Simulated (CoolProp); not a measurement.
Model: reference Helmholtz-energy equation of state, Tillner-Roth 1994, in CoolProp.

Task: Give the vapour pressure (MPa), enthalpy of vaporisation (kJ/kg), vapour Z, surface tension (mN/m) of saturated R134a at 291.2, 315.4 K.

Result: 
| T (K) | p (MPa) | enthalpy of vaporisation (kJ/kg) | vapour Z | surface tension (mN/m) |
|---|---|---|---|---|
| 291.2 | 0.538 | 184 | 0.867 | 8.95 |
| 315.4 | 1.08 | 161 | 0.787 | 5.84 |

Surface tension comes from a separate correlation (Mulero 2012).
